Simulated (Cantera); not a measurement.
Feed: 1 mol FeS₂, 0.2 mol SO₃, 0.15 mol H₂O, equilibrated at 1200 °C and 7.50 Torr.

These are equilibrium values from Cantera (NASA tables, ideal gas, pure condensed phases), not measurements of a reactor. FeS: taken at fixed stoichiometry. Rates play no part.

```json
[
 {"species": "S₂", "before": "0.477", "after": "0.468"},
 {"species": "SO₂", "before": "0.340", "after": "0.336"},
 {"species": "H₂O", "before": "0.133", "after": "0.121"},
 {"species": "SO", "before": "0.0110", "after": "0.0237"},
 {"species": "H₂", "before": "0.0250", "after": "0.0358"},
 {"species": "Fe", "before": "4.15e-7", "after": "1.16e-5"},
 {"species": "H", "before": "2.00e-5", "after": "0.000101"},
 {"species": "OH", "before": "2.77e-6", "after": "1.33e-5"},
 {"species": "S", "before": "0.000205", "after": "0.000811"},
 {"species": "SH", "before": "0.00159", "after": "0.00302"},
 {"species": "H₂S", "before": "0.00717", "after": "0.00569"},
 {"species": "S₂O", "before": "0.00532", "after": "0.00509"},
 {"species": "FeS(l), mol", "before": "1.000", "after": "1.000"}
]
```
Gas species are given as mole fractions.

### Question
Which change was made?
(A) pressure from 7.50 Torr to 100 Torr
(B) SO₃ from 0.2 to 1.2 mol
(C) temperature from 1200 °C to 1325 °C
(D) pressure from 7.50 Torr to 750 Torr

### Answer
C, temperature from 1200 °C to 1325 °C
